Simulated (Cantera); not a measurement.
Cantera run:

```python
import numpy as np
import cantera as ct

gas_names = [...]  # 116 gases of nasa_gas.yaml made of C, H, Mg, O
cond_names = """
    C(gr) C6H6(L) C7H8(L) C8H18(L),n-octa H2O(s) H2O(L) Mg(cr) Mg(L) MgCO3(s) MgO(s) MgO(L) MgO2H2(s)
""".split()


# ... load() reads the species with a 1 bar reference pressure and builds the phases ...
atoms = {
    'Mg(OH)2': {'Mg': 1, 'O': 2, 'H': 2},
    'C': {'C': 1},
    'CO2': {'C': 1, 'O': 2},
}
top_T = {'C(gr)': 4500}  # K; cautious upper limits of use, not melting points


# ... equilibrate(T, P, feed) seeds the gas with the atoms and calls Mixture.equilibrate('TP', solver="vcs", rtol=1e-11, max_steps=5000) ...
results = []
feed = {'Mg(OH)2': 1, 'C': 0.29, 'CO2': 0.85}  # mol
P = 68000  # Pa
for T in [598, 748, 898, 1048, 1198, 1348, 1498, 1648, 1798, 1948, 2098]:
    mix = equilibrate(T, P, feed)
    results.append((T, P, feed, dict(zip(mix.species_names, mix.species_moles))))

top = {s: max(r[3][s] / sum(r[3][g] for g in gas_names) for r in results) for s in gas_names}
cols = sorted((s for s in top if top[s] > 1e-05), key=lambda s: -top[s])[:5]
seen = [c for c in cond_names if any(r[3].get(c, 0) > 1e-12 for r in results)]
print("log10 of partial pressures in bar; condensed amounts in mol")
print(f"{'T/K':>10s}" + "".join(f"{s[:9]:>10s}" for s in cols + seen))
for T, P, feed, n in results:
    ng = sum(n[g] for g in gas_names)
    print(f"{T:10.4g}" + "".join(f"{np.log10(max(n[s] / ng * P / 1e5, 1e-99)):10.3f}" for s in cols)
          + "".join(f"{n.get(c, 0):10.4g}" for c in seen))
```

Result:

```
log10 of partial pressures in bar; condensed amounts in mol
       T/K       H2O       CO2        CO        H2       CH4  MgCO3(s)    MgO(s)
       598    -0.325    -1.137    -3.635    -1.361    -1.045    0.9057   0.09433
       748    -0.681    -0.467    -1.646    -1.066    -1.659         0         1
       898    -0.690    -0.534    -1.156    -0.946    -3.397         0         1
      1048    -0.646    -0.569    -1.034    -1.037    -5.461         0         1
      1198    -0.616    -0.596    -0.965    -1.120    -7.080         0         1
      1348    -0.596    -0.616    -0.921    -1.192    -8.369         0         1
      1498    -0.582    -0.631    -0.891    -1.253    -9.414         0         1
      1648    -0.572    -0.643    -0.871    -1.305   -10.273         0         1
      1798    -0.564    -0.652    -0.856    -1.349   -10.989         0         1
      1948    -0.559    -0.659    -0.844    -1.386   -11.593         0         1
      2098    -0.555    -0.666    -0.836    -1.418   -12.107         0    0.9999
```

These are equilibrium values from Cantera (NASA tables, ideal gas, pure condensed phases), not measurements of a reactor.
